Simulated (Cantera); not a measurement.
## Thermodynamics of titanium nitride, carbide and oxide coatings, feed Ti + CH4 + H2

A closed system holds: 1 mol Ti, a varied amount of CH4, 10 mol H2, at 1327 °C and 1.00 bar.

Cantera equilibrium calculation (NASA polynomials, part measured and part estimated; ideal gas, pure solids and liquids). Candidate condensed phases: C, C6H6, C7H8, C8H18, Ti, TiC; 77 gas species. Mutual solubility and eutectic melting of coexisting phases are not modelled. TiC: taken at fixed stoichiometry. Condensed phases not in the tables: N, O or C dissolved in the metal. Equilibrium is a limit: real reactors are often held back by kinetics, nucleation or transport.

From 0.11 mol CH4 to 0.84 mol CH4 the condensed part is Ti(β) + TiC(s). At 1 mol CH4 the condensed part is TiC(s).

```csv
n(CH4) (mol),x H2,x H,x Ti,x CH4,n Ti(β),n TiC(s)
0.11,1.000,5.44e-5,1.07e-8,7.05e-9,0.890,0.110
0.13,1.000,5.44e-5,1.07e-8,7.05e-9,0.870,0.130
0.16,1.000,5.44e-5,1.07e-8,7.05e-9,0.840,0.160
0.2,1.000,5.44e-5,1.07e-8,7.05e-9,0.800,0.200
0.24,1.000,5.44e-5,1.07e-8,7.05e-9,0.760,0.240
0.3,1.000,5.44e-5,1.07e-8,7.05e-9,0.700,0.300
0.37,1.000,5.44e-5,1.07e-8,7.05e-9,0.630,0.370
0.45,1.000,5.44e-5,1.07e-8,7.05e-9,0.550,0.450
0.56,1.000,5.44e-5,1.07e-8,7.05e-9,0.440,0.560
0.68,1.000,5.44e-5,1.07e-8,7.05e-9,0.320,0.680
0.84,1.000,5.44e-5,1.07e-8,7.05e-9,0.160,0.840
1,1.000,5.44e-5,8.71e-9,8.70e-9,0,1.00
```
x: gas mole fraction; n: condensed amount in mol.
